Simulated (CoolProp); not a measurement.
Vapour pressure (MPa) of R11: the reference equation beside estimates from Tc = 471.1 K, pc = 4.408 MPa, ω = 0.189. Clausius-Clapeyron is anchored at 311.9 K with a constant enthalpy of vaporisation of 24.13 kJ/mol.

Computed with CoolProp (reference Helmholtz-energy equation of state, Jacobsen 1992).

```tsv
T (K)	reference	Clausius-Clapeyron	van der Waals	Soave-Redlich-Kwong
256.5	0.01863	0.02247	0.2134	0.01837
270.3	0.03551	0.04004	0.2943	0.03507
284.2	0.06323	0.06770	0.3950	0.06260
298	0.1055	0.1086	0.5160	0.1047
311.9	0.1677	0.1677	0.6608	0.1670
325.7	0.2543	0.2487	0.8290	0.2539
339.5	0.3713	0.3573	1.023	0.3719
353.4	0.5264	0.5001	1.246	0.5287
367.2	0.7237	0.6810	1.496	0.7286
381.1	0.9732	0.9085	1.778	0.9819
394.9	1.279	1.186	2.090	1.292
408.8	1.652	1.522	2.435	1.671
422.6	2.096	1.919	2.812	2.122
436.4	2.622	2.385	3.222	2.654
```

Absolute difference from the reference over all 14 rows, mean and median: Clausius-Clapeyron 7.1 and 6.9 %, van der Waals 277.0 and 156.1 %, Soave-Redlich-Kwong 0.8 and 0.9 %.
